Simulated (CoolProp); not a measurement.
Saturation properties of R22 (Tc = 369.3 K, pc = 4.990 MPa, ω = 0.221).

Model: reference Helmholtz-energy equation of state, Kamei 1995, in CoolProp.

| T (K) | p (MPa) | vapour density (kg/m³) | enthalpy of vaporisation (kJ/kg) | liquid cp (kJ/(kg K)) | liquid viscosity (µPa s) |
|---|---|---|---|---|---|
| 269.6 | 0.4429 | 18.96 | 207.9 | 1.160 | 178 |
| 276.7 | 0.5581 | 23.71 | 202.2 | 1.179 | 164 |
| 283.8 | 0.6944 | 29.38 | 196.1 | 1.201 | 151 |
| 290.9 | 0.8541 | 36.10 | 189.7 | 1.227 | 138 |
| 298 | 1.040 | 44.05 | 182.9 | 1.256 | 127 |
| 305.1 | 1.254 | 53.44 | 175.6 | 1.291 | 117 |
| 312.2 | 1.498 | 64.56 | 167.7 | 1.333 | 108 |
| 319.3 | 1.777 | 77.75 | 159.2 | 1.385 | 99.1 |
| 326.4 | 2.092 | 93.54 | 149.8 | 1.452 | 90.9 |
| 333.5 | 2.446 | 112.6 | 139.4 | 1.545 | 83.2 |

It boils at 232.3 K under 1 atm.

Viscosity comes from a separate model (Bell 2016), an estimate that may be off by 10 % or more.
